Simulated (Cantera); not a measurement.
An isothermal, constant-pressure homogeneous reactor starts with NO : N₂ = 1 : 2.8 (molar parts), at 1850 K and 9.00 Torr. Integrator tolerance rtol = 1e-08.

Computed with Cantera and GRI-Mech 3.0 (53 species, 325 reactions). Radical loss at walls, strong at low pressure, is not modelled.

What does this change do: temperature 1850 to 1600 K?


| quantity | before | after |
|---|---|---|
| x(NO) at 200 s | 0.0559 (gas-phase equilibrium 0.00405) | 0.252 (gas-phase equilibrium 0.00161) |
| x(N₂O) at 200 s | 8.68e-7 (gas-phase equilibrium 2.65e-8) | 2.07e-5 (gas-phase equilibrium 1.10e-8) |
| x(O₂) at 200 s | 0.103 (gas-phase equilibrium 0.129) | 0.00570 (gas-phase equilibrium 0.131) |
| x(N₂) at 200 s | 0.840 (gas-phase equilibrium 0.866) | 0.743 (gas-phase equilibrium 0.868) |
| x(NO₂) at 200 s | 9.66e-6 (gas-phase equilibrium 7.87e-7) | 1.81e-5 (gas-phase equilibrium 5.59e-7) |
| x(O) at 200 s | 0.000575 (gas-phase equilibrium 0.000637) | 1.33e-5 (gas-phase equilibrium 4.82e-5) |
